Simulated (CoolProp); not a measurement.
Vapour-liquid equilibrium of n-butane (1) + R113 (2) at 639 kPa; x and y are mole fractions of (1).

The numbers come from the multi-fluid Helmholtz-energy mixture model, Bücker 2006 and Marx 1992; pair parameters Bell 2016 in CoolProp.

| x | bubble temperature, mixture model (°C) | bubble temperature, Raoult's law (°C) | y, mixture model | y, Raoult's law |
|---|---|---|---|---|
| 0.05 | (withheld) | 111.9 | (withheld) | 0.150 |
| 0.2 | (withheld) | 98.9 | (withheld) | 0.467 |
| 0.35 | 87.1 | 88.5 | 0.632 | 0.664 |
| 0.5 | 78.8 | 80.0 | (withheld) | 0.792 |
| 0.65 | 72.2 | 72.9 | (withheld) | 0.880 |
| 0.8 | (withheld) | 66.9 | (withheld) | 0.942 |
| 0.95 | 61.6 | 61.6 | 0.981 | 0.988 |

Problem. Some entries are withheld; supply them.

Solution. 
- 0.05, bubble temperature, mixture model (°C): 111.6
- 0.05, y, mixture model: 0.138
- 0.2, bubble temperature, mixture model (°C): 97.7
- 0.2, y, mixture model: 0.441
- 0.5, y, mixture model: 0.759
- 0.65, y, mixture model: 0.849
- 0.8, bubble temperature, mixture model (°C): 66.6
- 0.8, y, mixture model: 0.920

The largest gap from Raoult's law is -1.4 K in bubble temperature, at x = 0.35. No azeotrope shows between x = 0.05 and 0.95.

The pair parameters rest on a limited set of measurements; away from them the model extrapolates.
